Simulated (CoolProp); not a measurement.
n-undecane along the isotherm 620 K: fugacity coefficient from the reference equation and from simpler models built on Tc = 638.8 K, pc = 1.990 MPa, ω = 0.539; each cubic takes its own stable root.

Model: reference Helmholtz-energy equation of state, Aleksandrov 2011, in CoolProp. It is a short technical equation, of lower accuracy than the large ones.

```json
[
 {"p (MPa)": "0.0629", "phase": "gas", "reference": "0.9863"},
 {"p (MPa)": "0.119", "phase": "gas", "reference": "0.9742"},
 {"p (MPa)": "0.226", "phase": "gas", "reference": "0.9512"},
 {"p (MPa)": "0.429", "phase": "gas", "reference": "0.9081"},
 {"p (MPa)": "0.813", "phase": "gas", "reference": "0.8282"},
 {"p (MPa)": "2.92", "phase": "liquid", "reference": "0.3935"},
 {"p (MPa)": "5.54", "phase": "liquid", "reference": "0.2475"},
 {"p (MPa)": "10.5", "phase": "liquid", "reference": "0.1783"},
 {"p (MPa)": "19.9", "phase": "liquid", "reference": "0.1631"}
]
```

Task: How far does each simpler model (van der Waals, Peng-Robinson) lie from the reference over these 9 states: mean and median of the absolute difference, and the worst?

Result: 
- van der Waals: mean 28.2 %, median 5.1 %, worst +114.6 % at 620 K and 19.9 MPa
- Peng-Robinson: mean 3.0 %, median 0.7 %, worst +8.2 % at 620 K and 19.9 MPa
